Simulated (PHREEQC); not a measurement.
0.49 g of hydrous ferric oxide (600 m²/g; 0.2 weak and 0.005 strong sites per Fe, Dzombak-Morel constants, diffuse double layer) in 1 kg of water with 0.1 mol/kgw of an inert sodium salt and 3.4e-05 mol/kgw CuSO4 and 5.4e-05 mol/kgw SrCl2, at 25 °C; the pH is set by adding NaOH or the inert anion's acid. Oxygen alone is held at its pressure in air (log pO2 = -0.68). The system is closed to CO2. Nothing may precipitate in this run.

Base run: PHREEQC, ion-association model, wateq4f.dat. Each further column changes one thing. The table gives S sorbed (%).

```csv
pH,base,no electrostatic term (-no_edl),background salt from 0.1 to 0.01 mol/kgw,oxide from 0.49 to 2.5 g/kgw,0.0014 mol/kgw NaF added
4,98.8,0.1,100.0,[?],72.7
5,95.5,0.1,[?],99.2,55.9
5.5,88.0,0.1,98.8,97.8,40.6
6.5,35.5,0.1,[?],73.4,11.0
7.5,2.1,0.2,5.7,8.7,1.1
8.5,0.1,0.1,0.1,0.2,0.0
9,0.0,0.1,0.0,0.0,0.0
10,0.0,0.0,0.0,0.0,0.0
```

Question: Fill in the missing entries.

Answer: 
- 4, oxide from 0.49 to 2.5 g/kgw: 99.8
- 5, background salt from 0.1 to 0.01 mol/kgw: 99.7
- 6.5, background salt from 0.1 to 0.01 mol/kgw: 72.0

The database's constant for dissolved Cu(OH)2 is higher than later reviews accept.
